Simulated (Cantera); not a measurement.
**Catalytic combustion on Pt**

An isothermal plug-flow reactor at 725 K and 4.93 atm (inlet), inlet velocity 0.39 m/s, active area per volume 40000 1/m; feed CO : O2 : N2 = 0.019 : 0.011 : 0.79 (molar parts), equivalence ratio 0.86.

Detailed kinetics in Cantera: Deutschmann's 1995 Pt surface mechanism with GRI-Mech 3.0 gas chemistry. Catalytic surfaces can have several steady states; this one follows from the mechanism file's or the stated starting coverage. Mass transfer to the wall is taken as infinitely fast.

```csv
z (m),x CO,x O2,x H2O,x CO2,θ free Pt,θ O*,θ CO*
8e-05,0.0224,0.0130,<1e-12,0.000794,0.0205,0.00111,0.978
0.00014,0.0218,0.0127,<1e-12,0.00139,0.0208,0.00112,0.978
0.00025,0.0207,0.0122,<1e-12,0.00250,0.0213,0.00113,0.978
0.00045,0.0187,0.0112,<1e-12,0.00453,0.0224,0.00115,0.976
0.0008,0.0151,0.00937,<1e-12,0.00819,0.0249,0.00119,0.974
0.0014,0.00832,0.00600,<1e-12,0.0150,0.0335,0.00139,0.965
0.0025,<1e-12,0.00185,<1e-12,0.0234,0.0347,0.965,<1e-12
0.0045,<1e-12,0.00185,<1e-12,0.0234,0.0347,0.965,<1e-12
0.008,<1e-12,0.00185,<1e-12,0.0234,0.0347,0.965,<1e-12
```
x: gas mole fraction; θ: surface coverage.
